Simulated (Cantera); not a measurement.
An isothermal, constant-pressure homogeneous reactor starts with CH₄ : N₂ = 1 : 120 (molar parts), at 1275 K and 2670 Pa. Integrator tolerance rtol = 1e-08.

Detailed kinetics in Cantera: GRI-Mech 3.0 (53 species, 325 reactions). GRI-Mech 3.0 stops at C3 and has no aromatics, soot or wall deposition, so with more carbon than oxygen in the feed, carbon stays in small species such as C2H2 where larger ones or solid carbon would form. Radical loss at walls, strong at low pressure, is not modelled.

What does this change do: temperature 1275 to 1825 K?


```
quantity                                            before                                    after
-----------------  ---------------------------------------  ---------------------------------------
x(CH₄) at 30.0 s   0.00820 (gas-phase equilibrium 1.03e-5)  2.13e-8 (gas-phase equilibrium 2.18e-8)
x(C₂H₄) at 30.0 s  2.08e-5 (gas-phase equilibrium 4.81e-7)  2.57e-8 (gas-phase equilibrium 1.03e-9)
x(HCN) at 30.0 s    <1e-12 (gas-phase equilibrium 0.00745)  8.65e-5 (gas-phase equilibrium 0.00787)
x(H₂) at 30.0 s     6.74e-5 (gas-phase equilibrium 0.0123)    0.0121 (gas-phase equilibrium 0.0121)
x(CH₃) at 30.0 s   5.46e-6 (gas-phase equilibrium 8.23e-9)  1.05e-8 (gas-phase equilibrium 1.08e-8)
```

What does this change do: pressure from 2670 Pa to 100000 Pa?


```
quantity                                            before                                     after
-----------------  ---------------------------------------  ----------------------------------------
x(CH₄) at 30.0 s   0.00820 (gas-phase equilibrium 1.03e-5)  0.00750 (gas-phase equilibrium 0.000347)
x(C₂H₄) at 30.0 s  2.08e-5 (gas-phase equilibrium 4.81e-7)   4.09e-5 (gas-phase equilibrium 1.59e-5)
x(HCN) at 30.0 s    <1e-12 (gas-phase equilibrium 0.00745)  6.94e-12 (gas-phase equilibrium 0.00714)
x(H₂) at 30.0 s     6.74e-5 (gas-phase equilibrium 0.0123)    0.00108 (gas-phase equilibrium 0.0118)
x(CH₃) at 30.0 s   5.46e-6 (gas-phase equilibrium 8.23e-9)   1.34e-6 (gas-phase equilibrium 4.63e-8)
```
